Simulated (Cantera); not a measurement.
Input: 1 mol CCl4, 0.67 mol HCl, 4.1 mol H2, 0.017 mol F2, equilibrated at 2123.15 K and 10.0 mbar.

Equilibrium computed with Cantera from the NASA thermochemical tables; the gas is ideal and each condensed phase is pure. Candidate condensed phases: C, C6H6, C7H8, C8H18; 118 gas species. Kinetics and transport are ignored.

Base state: HCl 0.640, H2 0.304, Cl 0.0306, H 0.0198, HF 0.00488, C2H2 (acetylene) 0.000504 (mole fractions); condensed: C(graphite).

Problem. What changes in the equilibrium state with this change: H2 from 4.1 to 0.44 mol?

Solution. 
```
species             before     after
----------------  --------  --------
Cl                  0.0306     0.666
HCl                  0.640     0.322
HF                 0.00488   0.00723
H2                   0.304  0.000163
H                   0.0198  0.000458
C2H2 (acetylene)  0.000504   2.69e-7
Cl2                7.07e-6   0.00336
F                  2.09e-7   1.34e-5
C(graphite), mol     0.993     1.000
```
